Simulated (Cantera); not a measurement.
An adiabatic, constant-volume homogeneous reactor starts with C3H8 : O2 : N2 = 1 : 10.6 : 40 (molar parts), equivalence ratio 0.47, at 1525 K and 7.10 bar.

Cantera simulation using GRI-Mech 3.0 (53 species, 325 reactions); the numbers are that mechanism's predictions, not measurements. GRI-Mech 3.0 was tuned for natural gas; its chemistry of propane as a main component is partial and can be far from experiment.

**Question.** Predict: time of steepest temperature rise; temperature at 0.400 s; equilibrium temperature; x(O2) at 0.400 s; x(NO) at 0.400 s; x(CO) at 0.400 s; x(NO2) at 0.400 s; x(HCO) at 0.400 s.

**Answer.** 
```json
{
  "time_of_steepest_temperature_rise": "17.3 µs",
  "temperature at 0.400 s": "2650 K",
  "equilibrium_temperature": "2650 K",
  "x(O2) at 0.400 s": "0.0951 (gas-phase equilibrium 0.0951)",
  "x(NO) at 0.400 s": "0.0194 (gas-phase equilibrium 0.0194)",
  "x(CO) at 0.400 s": "0.00377 (gas-phase equilibrium 0.00377)",
  "x(NO2) at 0.400 s": "3.55e-5 (gas-phase equilibrium 3.55e-5)",
  "x(HCO) at 0.400 s": "2.01e-9 (gas-phase equilibrium 2.01e-9)"
}
```
